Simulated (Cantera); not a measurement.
A closed system holds: 1 mol SiCl4, 0.92 mol C2H4, 180 mol H2, equilibrated at 2200 K and 0.00133 bar.

Equilibrium computed with Cantera from the NASA thermochemical tables; the gas is ideal and each condensed phase is pure. Candidate condensed phases: C, C6H6, C7H8, C8H18, Si, SiC; 109 gas species. The tables' values for SiCl are old estimates; treat these amounts as uncertain. The numbers say what is thermodynamically allowed, not how fast it happens.

Base state: H2 0.832, H 0.141, HCl 0.0178, Si 0.00440, Cl 0.00219, C2H2 (acetylene) 0.00213, SiC2 0.000423, SiH 6.49e-5 (mole fractions); condensed: C(graphite).

### Question
What changes in the equilibrium state with this change: temperature from 2200 K to 2148.15 K?

### Answer
```csv
species,before,after
H2,0.832,0.867
H,0.141,0.106
HCl,0.0178,0.0187
Si,0.00440,0.00448
C2H,1.25e-5,6.09e-6
SiCl2,1.17e-5,2.23e-5
Si2C,3.83e-5,6.51e-5
Cl,0.00219,0.00168
"C(graphite), mol",0.806,1.04
```

### Question
What changes in the equilibrium state with this change: temperature from 2200 K to 2298 K?

### Answer
```tsv
species	before	after
H2	0.832	0.746
H	0.141	0.227
HCl	0.0178	0.0157
Si	0.00440	0.00412
C3	1.81e-6	1.21e-5
C2H	1.25e-5	4.36e-5
SiCl2	1.17e-5	3.47e-6
Si2C	3.83e-5	1.40e-5
C(graphite), mol	0.806	0.234
```
